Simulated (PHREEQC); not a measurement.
Reverse-osmosis permeate (model solution)

A made-up water analysis in mg/L, 90 °C, pH 5.77, pe 8.5:

```tsv
constituent	mg/L
Na	3.69
K	2.63
Ca	0.868
Mg	0.139
Cl	3.56
S(6) as SO4	0.265
Alkalinity as HCO3	10.1
Si as SiO2	0.00208
Ba	0.0503
Cd	0.00816
N(5) as NO3	0.395
Sr	0.0107
```

Valence states are taken as typed.

Computed with PHREEQC (ion-association model, phreeqc.dat).

```
Quantity                        Result
--------------------  ----------------
ionic strength        0.000313 mol/kgw
charge-balance error             1.0 %
```

```csv
species,molality,activity,log γ
CO2,0.000661,0.000661,0.000
HCO3-,0.000167,0.000163,-0.010
Na+,0.000160,0.000157,-0.010
Cl-,0.000100,9.81e-5,-0.010
K+,6.73e-5,6.57e-5,-0.010
Ca+2,2.16e-5,1.97e-5,-0.040
NO3-,6.37e-6,6.22e-6,-0.010
```

No solid was allowed to form. Away from 25 °C the constants follow the database's enthalpies or fits; those with neither stay at their 25 °C values.
